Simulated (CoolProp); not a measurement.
CH2F2 (R32) along the isobar 261 kPa: fugacity coefficient from the reference equation and from simpler models built on Tc = 78.1 °C, pc = 5783 kPa, ω = 0.277; each cubic takes its own stable root.

Model: reference Helmholtz-energy equation of state, Tillner-Roth 1997, in CoolProp.

```tsv
T (°C)	phase	reference
-127.75	liquid	0.0006892
-119.05	liquid	0.002062
-110.45	liquid	0.005337
-101.85	liquid	0.01237
-93.25	liquid	0.02612
-84.65	liquid	0.05091
-76.05	liquid	0.09261
-67.45	liquid	0.1587
-58.85	liquid	0.2580
-50.15	liquid	0.4027
-41.55	liquid	0.6004
```

Task: How far does each simpler model (Redlich-Kwong, Soave-Redlich-Kwong) lie from the reference over these 11 states: mean and median of the absolute difference, and the worst?

Result: 
- Redlich-Kwong: mean 153.0 %, median 148.1 %, worst +248.7 % at -127.75 °C and 261 kPa
- Soave-Redlich-Kwong: mean 8.1 %, median 7.1 %, worst -19.5 % at -127.75 °C and 261 kPa

At some of these states Redlich-Kwong gives the other phase, because its saturation line lies elsewhere.
